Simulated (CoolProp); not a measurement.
Vapour-liquid equilibrium of R134a (1) + R227EA (2) at 1.39 kPa; x and y are mole fractions of (1).

Computed with CoolProp (multi-fluid Helmholtz-energy mixture model, Tillner-Roth 1994 and Lemmon 2016; pair parameters Bell 2016).

```csv
x,bubble temperature (K),y at the bubble point,dew temperature at overall composition x (K),liquid density (mol/L)
0.05,188.0,0.110,188.4,10.53
0.125,187.0,0.246,187.9,10.81
0.2,186.2,0.356,187.3,11.11
0.275,185.5,0.447,186.8,11.41
0.35,185.0,0.525,186.3,11.73
0.425,184.5,0.592,185.7,12.07
0.5,184.0,0.652,185.2,12.42
0.575,183.6,0.707,184.6,12.78
0.65,183.3,0.759,184.0,13.17
0.725,183.0,0.808,183.5,13.58
0.8,182.7,0.858,183.1,14.00
0.875,182.5,0.909,182.7,14.46
0.95,182.3,0.962,182.3,14.94
```

No azeotrope shows between x = 0.05 and 0.95.

Pair parameters are fitted to limited data, so mixtures are less certain than the pure fluids.
